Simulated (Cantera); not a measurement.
A closed system holds: 1 mol CuO, 0.87 mol H2, 0.99 mol N2, held at 2048 K and 0.133 bar.

Equilibrium computed with Cantera from the NASA thermochemical tables; the gas is ideal and each condensed phase is pure. Candidate condensed phases: Cu, CuO, Cu(OH)2, Cu2O, H2O; 27 gas species. Equilibrium is a limit: real reactors are often held back by kinetics, nucleation or transport.

Base state: N2 0.485, H2O 0.422, Cu 0.0499, O2 0.0304, OH 0.00540, H2 0.00273, NO 0.00260, O 0.000458 (mole fractions); condensed: Cu(l).

Task: What changes in the equilibrium state with this change: pressure from 0.133 bar to 13.3 mbar?

Result: 
| species | before | after |
|---|---|---|
| Cu | 0.0499 | 0.337 |
| N2 | 0.485 | 0.336 |
| H2O | 0.422 | 0.285 |
| O2 | 0.0304 | 0.0222 |
| H | 0.000320 | 0.00160 |
| Cu2 | 0.000242 | 0.00110 |
| O | 0.000458 | 0.00124 |
| H2 | 0.00273 | 0.00680 |
| CuO | 0.000324 | 0.000593 |
| Cu(l), mol | 0.897 | 0 |
